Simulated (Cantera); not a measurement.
Standard-state values (1 bar) from the NASA 1993 polynomials, evaluated with Cantera. Values are per mole of reaction as written; species without (g) are pure solids or liquids, kept so even where they would boil at 1 bar. TaC: taken at fixed stoichiometry.

Between 300 and 1923 K, where is each reaction favourable under standard conditions?
- 10 NO2(g) + 6 TaC = 6 C + 3 Ta2O5 + 5 N2O(g)


- 10 NO2(g) + 6 TaC = 6 C + 3 Ta2O5 + 5 N2O(g): ΔG° is -4880 kJ at 300 K and -3288 kJ at 1923 K; it stays negative (K > 1). ΔH° is -5030 kJ and ΔS° -906 J/K at 1923 K.
